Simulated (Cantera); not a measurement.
A jet of 2.30 % CH4, 6.90 % O2, 90.8 % N2 at 300 K and 143 Torr hits a platinum plate 9.4 cm away at a mass flux of 0.027 kg/m²/s; the plate temperature is set and raised in steps from an oxygen-covered start.

Cantera simulation using Deutschmann's 1995 Pt surface mechanism with GRI-Mech 3.0 gas chemistry; the numbers are that mechanism's predictions, not measurements. Catalytic surfaces can have several steady states; this one follows from the mechanism file's or the stated starting coverage.

x: mole fraction at the wall; θ: surface coverage.

```
plate T (K)  wall x CH4  wall x O2  wall x H2O   wall x OH   wall x CO  wall x CO2   θ free Pt        θ O*       θ OH*
-----------  ----------  ---------  ----------  ----------  ----------  ----------  ----------  ----------  ----------
950             0.00362     0.0280      0.0360     6.86e-8     2.07e-6      0.0236       0.300       0.698     0.00205
1000            0.00237     0.0254      0.0382     1.74e-7     1.86e-6      0.0251       0.375       0.623     0.00186
1050            0.00168     0.0240      0.0394     3.99e-7     1.76e-6      0.0259       0.448       0.550     0.00164
1100         (withheld)     0.0231      0.0401  (withheld)     1.76e-6      0.0264  (withheld)  (withheld)  (withheld)
1150           0.000994     0.0227      0.0404     1.65e-6     1.84e-6      0.0266       0.582       0.416     0.00123
1200         (withheld)     0.0225      0.0406  (withheld)  (withheld)      0.0266       0.642  (withheld)  (withheld)
1250           0.000614     0.0225      0.0407     5.30e-6     2.70e-6      0.0265       0.696       0.303    0.000895
1300           0.000307     0.0216      0.0417     8.90e-6     4.46e-6      0.0269       0.748       0.252    0.000766
```

Problem. Fill in the missing entries.

Solution. 
- 1100, wall x CH4: 0.00126
- 1100, wall x OH: 8.43e-7
- 1100, θ free Pt: 0.517
- 1100, θ O*: 0.481
- 1100, θ OH*: 0.00142
- 1200, wall x CH4: 0.000809
- 1200, wall x OH: 3.04e-6
- 1200, wall x CO: 2.03e-6
- 1200, θ O*: 0.357
- 1200, θ OH*: 0.00105
